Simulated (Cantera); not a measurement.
**Low-pressure radical oxidation in H2/O2**

An isothermal, constant-pressure homogeneous reactor starts with H₂ : O₂ = 0.0048 : 1 (molar parts), equivalence ratio 0.0024, at 1425 K and 6.08 Torr.

Cantera simulation using the H2/O2 subset of GRI-Mech 3.0, which has no nitrogen chemistry; the numbers are that mechanism's predictions, not measurements. Radical loss at walls, strong at low pressure, is not modelled.

```tsv
t (s)	x H₂	x O₂	x H	x HO₂	x OH	x H₂O
0.000300	0.00478	0.995	4.05e-9	2.84e-8	2.79e-8	4.46e-9
0.000917	0.00478	0.995	8.88e-9	8.67e-8	1.25e-7	5.82e-8
0.00280	0.00477	0.995	6.74e-8	2.63e-7	1.29e-6	1.28e-6
0.00857	0.00413	0.995	1.91e-5	3.37e-7	0.000355	0.000461
0.0262	9.49e-6	0.991	6.41e-5	1.10e-7	0.000681	0.00439
0.0801	8.91e-6	0.991	6.21e-5	1.08e-7	0.000672	0.00440
0.245	8.43e-6	0.991	5.70e-5	1.05e-7	0.000654	0.00441
0.749	7.18e-6	0.992	4.44e-5	9.60e-8	0.000603	0.00445
2.29	4.68e-6	0.993	2.31e-5	7.55e-8	0.000488	0.00452
7.00	1.86e-6	0.994	5.65e-6	4.43e-8	0.000308	0.00463
21.4	4.30e-7	0.995	6.16e-7	2.10e-8	0.000148	0.00471
65.4	8.26e-8	0.995	5.15e-8	1.82e-8	6.49e-5	0.00476
200	3.61e-8	0.995	1.49e-8	2.30e-8	4.29e-5	0.00477
```
x: mole fraction; the columns are a selection and need not sum to one.

Equilibrium at this temperature and pressure: H₂ 3.52e-8, O₂ 0.995, H 1.43e-8, HO₂ 2.32e-8, OH 4.24e-5, H₂O 0.00477 (gas phase only).
